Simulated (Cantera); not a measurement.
An isothermal, constant-pressure homogeneous reactor starts with N₂O : N₂ = 1 : 0.22 (molar parts), at 1450 K and 0.0420 bar. Integrator tolerance rtol = 1e-08.

Computed with Cantera and GRI-Mech 3.0 (53 species, 325 reactions). GRI-Mech 3.0 was tuned for natural gas; its chemistry of N2O as a main component is partial and can be far from experiment. Radical loss at walls, strong at low pressure, is not modelled. The temperature is held fixed by assumption; the heat of reaction is taken as removed at once.

Question: What does this change do: pressure from 0.0420 bar to 0.160 bar?

Answer: 
```
quantity                                           before                                     after
---------------  ----------------------------------------  ----------------------------------------
x(N₂O) at 200 s   4.30e-6 (gas-phase equilibrium 1.29e-8)   3.93e-6 (gas-phase equilibrium 2.52e-8)
x(NO) at 200 s      0.124 (gas-phase equilibrium 0.00106)     0.115 (gas-phase equilibrium 0.00106)
x(O₂) at 200 s        0.228 (gas-phase equilibrium 0.290)       0.233 (gas-phase equilibrium 0.290)
x(NO₂) at 200 s  0.000165 (gas-phase equilibrium 1.60e-6)  0.000303 (gas-phase equilibrium 3.13e-6)
x(O) at 200 s     4.74e-6 (gas-phase equilibrium 5.31e-6)   2.45e-6 (gas-phase equilibrium 2.72e-6)
x(N₂) at 200 s        0.647 (gas-phase equilibrium 0.709)       0.652 (gas-phase equilibrium 0.709)
```

Question: What does this change do: temperature 1450 to 1050 K?

Answer: 
| quantity | before | after |
|---|---|---|
| x(N₂O) at 200 s | 4.30e-6 (gas-phase equilibrium 1.29e-8) | 0.626 (gas-phase equilibrium 9.03e-10) |
| x(NO) at 200 s | 0.124 (gas-phase equilibrium 0.00106) | 0.00726 (gas-phase equilibrium 5.93e-5) |
| x(O₂) at 200 s | 0.228 (gas-phase equilibrium 0.290) | 0.0650 (gas-phase equilibrium 0.291) |
| x(NO₂) at 200 s | 0.000165 (gas-phase equilibrium 1.60e-6) | 4.77e-6 (gas-phase equilibrium 5.50e-7) |
| x(O) at 200 s | 4.74e-6 (gas-phase equilibrium 5.31e-6) | 1.23e-7 (gas-phase equilibrium 1.77e-9) |
| x(N₂) at 200 s | 0.647 (gas-phase equilibrium 0.709) | 0.302 (gas-phase equilibrium 0.709) |
The mechanism lacks the step 2 NO + O2 → 2 NO2, which can matter for NO2 below about 1400 K.
